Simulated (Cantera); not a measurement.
Cantera run:

```python
import numpy as np
import cantera as ct

gas_names = """
    F F2 H HF H2 H2F2 H3F3 H4F4 H5F5 H6F6 H7F7 N NF NF2 NF3 NH NH2 NH3 N2 N2H2 N2H4 Si SiF SiF2 SiF3
    SiF4 SiH SiHF3 SiH2 SiH2F2 SiH3 SiH3F SiH4 SiN Si2 Si2N Si3
""".split()
cond_names = """
    Si(cr) Si(L) Si3N4(a)
""".split()


def load(file, names, dense=False):
    # The tables refer to 1 bar. Condensed volumes are neglected.
    table = {s.name: s for s in ct.Species.list_from_file(file)}
    out = []
    for n in names:
        d = dict(table[n].input_data)
        d["thermo"] = dict(d["thermo"], **{"reference-pressure": 1e5})
        if dense:
            d["equation-of-state"] = {"model": "constant-volume", "density": "1e6 g/cm^3"}
        out.append(ct.Species.from_dict(d))
    return out


gas = ct.Solution(thermo="ideal-gas", species=load("nasa_gas.yaml", gas_names))
cond = {s.name: ct.Solution(thermo="fixed-stoichiometry", species=[s], name=s.name)
        for s in load("nasa_condensed.yaml", cond_names, dense=True)}
atoms = {
    'Si3N4': {'Si': 3, 'N': 4},
    'F2': {'F': 2},
    'H2': {'H': 2},
}
top_T = {'Si3N4(a)': 2400}  # K; cautious upper limits of use, not melting points


def equilibrate(T, P, feed):
    n = {}
    for name, mol in feed.items():
        for a, k in atoms[name].items():
            n[a] = n.get(a, 0.0) + k * mol
    gas.TPX = T, P, n
    mass = sum(n.values()) * gas.mean_molecular_weight
    gas.equilibrate("TP")
    valid = [c for c in cond.values() if c.min_temp <= T <= top_T.get(c.name, c.max_temp)]
    mix = ct.Mixture([(gas, mass / gas.mean_molecular_weight)] + [(c, 0.0) for c in valid])
    mix.T, mix.P = T, P
    mix.equilibrate("TP", solver="vcs", rtol=1e-11, max_steps=5000)
    return mix


results = []
P = 14  # Pa
for T in [873, 973, 1073, 1173, 1273, 1373, 1473, 1573, 1673, 1773, 1873, 1973, 2073, 2173]:
    for m in [1.2, 1.6, 2.2, 3.1, 4.2, 5.7, 7.8, 11]:
        feed = {'Si3N4': 1, 'F2': m, 'H2': 1.8}  # mol
        mix = equilibrate(T, P, feed)
        results.append((T, P, feed, dict(zip(mix.species_names, mix.species_moles))))

for T, P, feed, n in results:
    print(f"{T:7g} {feed['F2']:10.4g}  " + (" + ".join(c for c in cond_names if n.get(c, 0) > 1e-12) or "gas only"))
```

Output:

```
    873        1.2  Si3N4(a)
    873        1.6  Si3N4(a)
    873        2.2  Si3N4(a)
    873        3.1  Si3N4(a)
    873        4.2  Si3N4(a)
    873        5.7  Si3N4(a)
    873        7.8  gas only
    873         11  gas only
    973        1.2  Si3N4(a)
    973        1.6  Si3N4(a)
    973        2.2  Si3N4(a)
    973        3.1  Si3N4(a)
    973        4.2  Si3N4(a)
    973        5.7  Si3N4(a)
    973        7.8  gas only
    973         11  gas only
   1073        1.2  Si3N4(a)
   1073        1.6  Si3N4(a)
   1073        2.2  Si3N4(a)
   1073        3.1  Si3N4(a)
   1073        4.2  Si3N4(a)
   1073        5.7  Si3N4(a)
   1073        7.8  gas only
   1073         11  gas only
   1173        1.2  Si3N4(a)
   1173        1.6  Si3N4(a)
   1173        2.2  Si3N4(a)
   1173        3.1  Si3N4(a)
   1173        4.2  Si3N4(a)
   1173        5.7  Si3N4(a)
   1173        7.8  gas only
   1173         11  gas only
   1273        1.2  Si3N4(a)
   1273        1.6  Si3N4(a)
   1273        2.2  Si3N4(a)
   1273        3.1  Si3N4(a)
   1273        4.2  Si3N4(a)
   1273        5.7  Si3N4(a)
   1273        7.8  gas only
   1273         11  gas only
   1373        1.2  Si3N4(a)
   1373        1.6  Si3N4(a)
   1373        2.2  Si3N4(a)
   1373        3.1  Si3N4(a)
   1373        4.2  Si3N4(a)
   1373        5.7  gas only
   1373        7.8  gas only
   1373         11  gas only
   1473        1.2  Si(cr) + Si3N4(a)
   1473        1.6  Si(cr) + Si3N4(a)
   1473        2.2  Si3N4(a)
   1473        3.1  Si3N4(a)
   1473        4.2  Si3N4(a)
   1473        5.7  gas only
   1473        7.8  gas only
   1473         11  gas only
   1573        1.2  Si(cr)
   1573        1.6  Si(cr)
   1573        2.2  Si(cr)
   1573        3.1  Si(cr)
   1573        4.2  gas only
   1573        5.7  gas only
   1573        7.8  gas only
   1573         11  gas only
   1673        1.2  Si(cr)
   1673        1.6  Si(cr)
   1673        2.2  Si(cr)
   1673        3.1  Si(cr)
   1673        4.2  gas only
   1673        5.7  gas only
   1673        7.8  gas only
   1673         11  gas only
   1773        1.2  Si(L)
   1773        1.6  Si(L)
   1773        2.2  Si(L)
   1773        3.1  Si(L)
   1773        4.2  gas only
   1773        5.7  gas only
   1773        7.8  gas only
   1773         11  gas only
   1873        1.2  Si(L)
   1873        1.6  Si(L)
   1873        2.2  Si(L)
   1873        3.1  gas only
   1873        4.2  gas only
   1873        5.7  gas only
   1873        7.8  gas only
   1873         11  gas only
   1973        1.2  Si(L)
   1973        1.6  gas only
   1973        2.2  gas only
   1973        3.1  gas only
   1973        4.2  gas only
   1973        5.7  gas only
   1973        7.8  gas only
   1973         11  gas only
   2073        1.2  gas only
   2073        1.6  gas only
   2073        2.2  gas only
   2073        3.1  gas only
   2073        4.2  gas only
   2073        5.7  gas only
   2073        7.8  gas only
   2073         11  gas only
   2173        1.2  gas only
   2173        1.6  gas only
   2173        2.2  gas only
   2173        3.1  gas only
   2173        4.2  gas only
   2173        5.7  gas only
   2173        7.8  gas only
   2173         11  gas only
```

Equilibrium computed with Cantera from the NASA thermochemical tables; the gas is ideal and each condensed phase is pure. Mutual solubility and eutectic melting of coexisting phases are not modelled. The tables' values for SiF2, SiF3 are old estimates.
